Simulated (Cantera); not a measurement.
A closed system holds: 1 mol NF₃, 0.0056 mol SO₂, 0.17 mol H₂, equilibrated at 1 atm.

These are equilibrium values from Cantera (NASA tables, ideal gas, pure condensed phases), not measurements of a reactor. Candidate condensed phases: H₂O, H₂SO₄, S; 100 gas species. Ions and electrons are included (thermal ionisation). The numbers say what is thermodynamically allowed, not how fast it happens.

Problem. At 3227 °C, list the 7 most abundant gas species with their mole fractions, and the condensed phases.

Solution. F 0.757, N₂ 0.142, HF 0.0961, O 0.00261, S 0.00128, H 0.000589, NO 0.000396. Condensed: gas only.
